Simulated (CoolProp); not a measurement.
R142b at 303.01 K and 0.162 MPa is compressed adiabatically to 0.622 MPa with isentropic efficiency 0.75. Each further row changes one setting.

The numbers come from the reference Helmholtz-energy equation of state, Lemmon 2006 in CoolProp. It is a short technical equation, of lower accuracy than the large ones.

```tsv
case	work (kJ/kg)	final temperature (K)	final density (kg/m³)
as stated	45.1	360.0	…
efficiency 1	…	348.7	23.9
efficiency 0.65	…	…	…
```

**Question.** Fill in the missing entries.

**Answer.** 
- as stated, final density (kg/m³): 22.9
- efficiency 1, work (kJ/kg): 33.8
- efficiency 0.65, work (kJ/kg): 52.1
- efficiency 0.65, final temperature (K): 366.9
- efficiency 0.65, final density (kg/m³): 22.3
